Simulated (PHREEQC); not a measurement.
Solution (50 °C): 0.0015 mol HBr, 0.14 mol AlCl3 and 0.00034 mol CuCl2 per kg of water. Closed to the air; pH follows from the charge balance.

Computed with PHREEQC (ion-association model, phreeqc.dat).

This is a speciation only: nothing precipitates in the calculation.

### Question
Estimate the pH.

### Answer
pH 2.70.

### Question
In which forms is Cu present?

### Answer
Cu+2 56 %, CuCl+ 40 %, CuCl2 3.5 % of the Cu.

Ionic strength above about 0.7 mol/kgw puts this run outside the model's range. Away from 25 °C the constants follow the database's enthalpies or fits; those with neither stay at their 25 °C values.
